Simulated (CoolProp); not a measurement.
Vapour-liquid equilibrium of ethanol (1) + dimethyl carbonate (2) at 1.4 bar; x and y are mole fractions of (1).

Model: multi-fluid Helmholtz-energy mixture model, Schroeder 2014 and Zhou 2011; pair parameters Bell 2016, in CoolProp.

```json
[
 {"x": "0.05", "bubble temperature, mixture model (°C)": "96.1", "bubble temperature, Raoult's law (°C)": "99.6", "y, mixture model": "0.163", "y, Raoult's law": "0.079"},
 {"x": "0.15", "bubble temperature, mixture model (°C)": "90.6", "bubble temperature, Raoult's law (°C)": "97.7", "y, mixture model": "0.355", "y, Raoult's law": "0.222"},
 {"x": "0.25", "bubble temperature, mixture model (°C)": "87.5", "bubble temperature, Raoult's law (°C)": "96.0", "y, mixture model": "0.464", "y, Raoult's law": "0.348"},
 {"x": "0.35", "bubble temperature, mixture model (°C)": "85.7", "bubble temperature, Raoult's law (°C)": "94.4", "y, mixture model": "0.534", "y, Raoult's law": "0.461"},
 {"x": "0.45", "bubble temperature, mixture model (°C)": "84.6", "bubble temperature, Raoult's law (°C)": "93.0", "y, mixture model": "0.586", "y, Raoult's law": "0.564"},
 {"x": "0.55", "bubble temperature, mixture model (°C)": "84.0", "bubble temperature, Raoult's law (°C)": "91.7", "y, mixture model": "0.630", "y, Raoult's law": "0.657"},
 {"x": "0.65", "bubble temperature, mixture model (°C)": "83.7", "bubble temperature, Raoult's law (°C)": "90.5", "y, mixture model": "0.673", "y, Raoult's law": "0.744"},
 {"x": "0.75", "bubble temperature, mixture model (°C)": "83.7", "bubble temperature, Raoult's law (°C)": "89.4", "y, mixture model": "0.724", "y, Raoult's law": "0.823"},
 {"x": "0.85", "bubble temperature, mixture model (°C)": "84.2", "bubble temperature, Raoult's law (°C)": "88.3", "y, mixture model": "0.796", "y, Raoult's law": "0.898"},
 {"x": "0.95", "bubble temperature, mixture model (°C)": "85.6", "bubble temperature, Raoult's law (°C)": "87.3", "y, mixture model": "0.911", "y, Raoult's law": "0.967"}
]
```

The largest gap from Raoult's law is -8.7 K in bubble temperature, at x = 0.35. y crosses x between x = 0.65 and 0.75: the model has an azeotrope there.

The pair parameters rest on a limited set of measurements; away from them the model extrapolates.
